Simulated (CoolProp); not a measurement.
Vapour-liquid equilibrium of dimethyl carbonate (1) + n-nonane (2) at 16.2 kPa; x and y are mole fractions of (1).

The numbers come from the multi-fluid Helmholtz-energy mixture model, Zhou 2011 and Lemmon 2006; pair parameters Bell 2016 in CoolProp.

| x | bubble temperature, mixture model (°C) | bubble temperature, Raoult's law (°C) | y, mixture model | y, Raoult's law |
|---|---|---|---|---|
| 0.05 | 73.5 | 86.0 | 0.564 | 0.274 |
| 0.2 | 50.4 | 71.5 | 0.872 | 0.666 |
| 0.35 | 44.3 | 62.2 | 0.915 | 0.823 |
| 0.5 | 43.0 | 55.5 | 0.924 | 0.901 |
| 0.65 | 43.0 | 50.3 | 0.924 | 0.947 |
| 0.8 | 42.7 | 46.2 | 0.929 | 0.976 |
| 0.95 | 41.9 | 42.7 | 0.966 | 0.995 |

The largest gap from Raoult's law is -21.1 K in bubble temperature, at x = 0.2. No azeotrope shows between x = 0.05 and 0.95.

Pair parameters are fitted to limited data, so mixtures are less certain than the pure fluids. With so large a gap from Raoult's law the liquid may split in two, which this calculation doesn't test in full.
